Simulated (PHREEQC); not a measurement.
Dissolve 0.01 mol/kgw CuSO4 at 73 °C. Closed to the air; pH follows from the charge balance.

Model: ion-association model, phreeqc.dat, run in PHREEQC.

This is a speciation only: nothing precipitates in the calculation.

Task: Estimate the pH.

Result: pH 4.42.

Task: In which forms is Cu present?

Result: Cu+2 66 %, CuSO4 33 %, Cu2(OH)2+2 0.9 % of the Cu.

At this temperature some constants are extrapolated from 25 °C, and those without enthalpy data are left unchanged.
